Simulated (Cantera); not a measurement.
Input: 1 mol B2O3, 1.5 mol H2O, 140 mol N2, held at 0.133 bar.

Method: chemical equilibrium by Gibbs-energy minimisation in Cantera with the NASA 1993 tables (ideal gas, pure condensed phases). Candidate condensed phases: B, BN, B2O3, B3O3H3, H2O; 39 gas species. Gases not in the tables: H3BO3. Kinetics and transport are ignored.

x: gas mole fraction; n: condensed amount in mol.

```
T (K)   x N2   x HBO2    x H2O       x H   x B2O3      x H2     x BO2  n B2O3(l)
-----  -----  -------  -------  --------  -------  --------  --------  ---------
1498   0.986  0.00572  0.00769   1.99e-7        ?   1.80e-5   2.23e-6      0.571
1573   0.984  0.00937  0.00583   6.09e-7        ?   2.99e-5   8.46e-6      0.237
1648   0.982   0.0112  0.00485   1.72e-6        ?   4.99e-5   2.13e-5          0
1723   0.982   0.0109  0.00496   4.66e-6        ?   8.69e-5   3.92e-5          0
1798   0.982   0.0107  0.00503   1.16e-5  0.00165  0.000144   6.83e-5          0
1873   0.982   0.0104  0.00508   2.67e-5  0.00178  0.000228  0.000114          0
1948   0.982   0.0100  0.00509   5.77e-5  0.00190  0.000347  0.000182          0
2023   0.982  0.00969  0.00505  0.000117  0.00202  0.000507  0.000281          0
2098   0.982  0.00931  0.00494  0.000225  0.00212  0.000713  0.000420          0
2173   0.981  0.00887  0.00477  0.000411  0.00222  0.000965  0.000608          0
2248   0.981  0.00835  0.00451  0.000713  0.00229   0.00126  0.000854          0
2323   0.980  0.00775  0.00418   0.00118  0.00234   0.00157   0.00117          0
2398   0.978  0.00705  0.00376   0.00188  0.00234   0.00189   0.00154          0
2473   0.977  0.00623  0.00328   0.00285  0.00227   0.00217   0.00197          0
```

Task: Complete the blanks.

Result: 
- 1498, x B2O3: 0.000156
- 1573, x B2O3: 0.000673
- 1648, x B2O3: 0.00139
- 1723, x B2O3: 0.00152
